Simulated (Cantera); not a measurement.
A closed system holds: 1 mol HMDSO, 0.34 mol O2, 120 mol N2, 0.14 mol O3, held at 1.00 bar.

Equilibrium computed with Cantera from the NASA thermochemical tables; the gas is ideal and each condensed phase is pure. Candidate condensed phases: C, C6H6, C7H8, C8H18, H2O, Si, SiC, SiO2, Si2N2O, Si3N4; 151 gas species. The feed counts by its element totals alone. N2 is the only nitrogen source here; it is nearly inert below about 1500 K, so the nitride shown seldom forms there in practice. Equilibrium is a limit: real reactors are often held back by kinetics, nucleation or transport.

log p: log10 of the partial pressure in bar; n: condensed amount in mol.

```
T (K)  log p N2  log p H2  log p CO   log p HCN  n C(graphite)  n Si2N2O(s)  n SiC(s)
-----  --------  --------  --------  ----------  -------------  -----------  --------
1200      -0.04     -1.16     -2.07  (withheld)           4.89         1.00         0
1300      -0.04     -1.16     -2.07  (withheld)           4.89         1.00         0
1400      -0.04     -1.16     -2.07  (withheld)           4.88        1.000         0
1500      -0.04     -1.16     -2.07  (withheld)           4.86        1.000         0
1600      -0.04     -1.16     -2.07  (withheld)           4.83        1.000         0
1700      -0.04     -1.16     -2.07  (withheld)           4.78        0.999         0
1800      -0.04     -1.17     -1.80  (withheld)           1.71            0      1.99
1900      -0.04     -1.17     -1.80  (withheld)           1.59            0      1.98
```

Problem. Complete the blanks.

Solution. 
- 1200, log p HCN: -4.72
- 1300, log p HCN: -4.28
- 1400, log p HCN: -3.90
- 1500, log p HCN: -3.57
- 1600, log p HCN: -3.29
- 1700, log p HCN: -3.03
- 1800, log p HCN: -2.82
- 1900, log p HCN: -2.62
